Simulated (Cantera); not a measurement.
Hydrocarbon pyrolysis for carbon deposition

An isothermal, constant-pressure homogeneous reactor starts with C₃H₈ : H₂ = 1 : 21 (molar parts), at 1000 K and 0.987 atm.

Cantera simulation using GRI-Mech 3.0 (53 species, 325 reactions); the numbers are that mechanism's predictions, not measurements. GRI-Mech 3.0 was tuned for natural gas; its chemistry of propane as a main component is partial and can be far from experiment. GRI-Mech 3.0 stops at C3 and has no aromatics, soot or wall deposition, so with more carbon than oxygen in the feed, carbon stays in small species such as C2H2 where larger ones or solid carbon would form.

```csv
t (s),x C₃H₈,x H₂,x C₂H₄,x C₂H₆,x C₂H₂
4.00e-5,0.0455,0.955,3.22e-8,4.14e-9,<1e-12
0.000175,0.0455,0.955,7.47e-7,2.98e-8,<1e-12
0.000761,0.0454,0.955,1.51e-5,1.48e-7,1.47e-12
0.00332,0.0452,0.954,0.000245,1.07e-6,3.83e-10
0.0145,0.0435,0.953,0.00185,2.12e-5,2.26e-8
0.0632,0.0370,0.947,0.00773,0.000356,4.52e-7
0.276,0.0208,0.932,0.0200,0.00377,4.82e-6
1.20,0.00420,0.915,0.0231,0.0168,2.02e-5
5.25,3.66e-5,0.909,0.0137,0.0301,3.08e-5
22.9,4.78e-6,0.906,0.0119,0.0289,2.62e-5
100,4.69e-6,0.895,0.00895,0.0214,1.99e-5
```
x: mole fraction; the columns are a selection and need not sum to one.

Equilibrium at this temperature and pressure: C₃H₈ 3.85e-10, H₂ 0.864, C₂H₄ 1.64e-6, C₂H₆ 3.80e-6, C₂H₂ 3.71e-9 (gas phase only).
